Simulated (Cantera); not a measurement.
Charge: 1 mol BN, 200 mol H2, 5.9 mol N2, equilibrated at 1527 °C and 143 Torr.

Cantera equilibrium calculation (NASA polynomials, part measured and part estimated; ideal gas, pure solids and liquids). Candidate condensed phases: B, BN; 15 gas species. The numbers say what is thermodynamically allowed, not how fast it happens.

Base state: H2 0.971, N2 0.0286, H 0.000809 (mole fractions); condensed: BN(s).

Q: What changes in the equilibrium state with this change: pressure from 143 Torr to 10.0 Torr?

A: 
```tsv
species	before	after
H2	0.971	0.968
N2	0.0286	0.0286
H	0.000809	0.00305
BH2	3.53e-6	1.33e-5
BN(s), mol	0.999	0.997
```
The tables' values for BH2 are old estimates; treat these amounts as uncertain.
